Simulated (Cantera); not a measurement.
Input: 1 mol CaO, 42 mol HBr, 7.5 mol N₂, equilibrated at 10.0 mbar.

Cantera equilibrium calculation (NASA polynomials, part measured and part estimated; ideal gas, pure solids and liquids). Candidate condensed phases: Br₂, Ca, CaBr₂, CaO, Ca(OH)₂, H₂O; 34 gas species. Equilibrium is a limit: real reactors are often held back by kinetics, nucleation or transport. All values below are at 1375 °C.

Base state: HBr 0.624, N₂ 0.142, Br 0.131, H₂ 0.0657, CaBr₂ 0.0189, H₂O 0.0189, Br₂ 0.000454, H 0.000228 (mole fractions); condensed: gas only.

Task: What changes in the equilibrium state with this change: CaO replaced by MgO?

Result: 
```tsv
species	before	after
HBr	0.624	0.624
N₂	0.142	0.142
Br	0.131	0.131
CaBr₂	0.0189	0
MgBr₂	0	0.0189
MgBr	0	1.61e-5
H₂	0.0657	0.0657
H₂O	0.0189	0.0189
Br₂	0.000454	0.000454
H	0.000228	0.000228
```
Further candidate phases: Mg, MgBr₂, MgO, Mg(OH)₂.
